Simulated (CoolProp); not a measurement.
Vapour-liquid equilibrium of m-xylene (1) + n-undecane (2) at 408.4 K; x and y are mole fractions of (1).

Model: multi-fluid Helmholtz-energy mixture model, Zhou 2012 and Aleksandrov 2011; pair parameters Bell 2016, in CoolProp.

| x | bubble pressure, mixture model (MPa) | bubble pressure, Raoult's law (MPa) | y, mixture model | y, Raoult's law |
|---|---|---|---|---|
| 0.05 | 0.02085 | 0.02108 | 0.205 | 0.217 |
| 0.2 | 0.03126 | 0.03217 | 0.548 | 0.568 |
| 0.35 | 0.04185 | 0.04327 | 0.724 | 0.739 |
| 0.5 | 0.05277 | 0.05437 | 0.831 | 0.840 |
| 0.65 | 0.06407 | 0.06547 | 0.903 | 0.907 |
| 0.8 | 0.07570 | 0.07657 | 0.953 | 0.955 |
| 0.95 | 0.08746 | 0.08767 | 0.990 | 0.990 |

The largest gap from Raoult's law is -3.3 % in bubble pressure, at x = 0.35. No azeotrope shows between x = 0.05 and 0.95.

Pair parameters are fitted to limited data, so mixtures are less certain than the pure fluids.
